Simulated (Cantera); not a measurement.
A perfectly stirred reactor is fed with CH₄ : H₂O : H₂ = 1 : 0.94 : 0.78 (molar parts), at 1.00 bar; it is held at 1973 K, and followed from long to short residence time.

Cantera simulation using GRI-Mech 3.0 (53 species, 325 reactions); the numbers are that mechanism's predictions, not measurements.

Problem. What does this change do: temperature 1973 to 1548 K?

Solution. 
| quantity | before | after |
|---|---|---|
| x(CH₄) at τ = 1.60 s | 0.00469 | 0.111 |
| x(H₂O) at τ = 1.60 s | 0.0222 | 0.242 |
| x(H₂) at τ = 1.60 s | 0.772 | 0.541 |
| x(C₂H) at τ = 1.60 s | 4.15e-7 | 6.54e-9 |
| x(HO₂) at τ = 1.60 s | <1e-12 | <1e-12 |
| x(CH₄) at τ = 67.0 ms | 0.0190 | 0.286 |
| x(H₂O) at τ = 67.0 ms | 0.103 | 0.325 |
| x(H₂) at τ = 67.0 ms | 0.705 | 0.358 |
| x(C₂H) at τ = 67.0 ms | 1.38e-6 | 2.26e-9 |
| x(HO₂) at τ = 67.0 ms | 1.39e-12 | <1e-12 |
